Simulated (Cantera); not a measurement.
**Thermodynamics of chlorosilane synthesis and conversion, feed SiCl4 + H2**

Feed: 1 mol SiCl4, 0.69 mol H2, held at 18.0 bar.

Equilibrium computed with Cantera from the NASA thermochemical tables; the gas is ideal and each condensed phase is pure. Candidate condensed phases: Si; 19 gas species. The tables' values for SiCl3 are old estimates; treat these amounts as uncertain. Rates play no part.

```
T (K)  x SiCl4   x H2    x HCl  x SiHCl3
-----  -------  -----  -------  --------
550      0.590  0.407  0.00135   0.00135
600      0.589  0.406  0.00256   0.00256
650      0.587  0.404  0.00439   0.00439
700      0.585  0.401  0.00693   0.00692
750      0.581  0.398   0.0102    0.0102
800      0.577  0.394   0.0144    0.0143
850      0.572  0.389   0.0193    0.0192
900      0.567  0.383   0.0250    0.0247
```
x: gas mole fraction; nothing condenses.

From 550 K to 900 K nothing is condensed. The main Si-bearing gas is SiCl4 throughout.
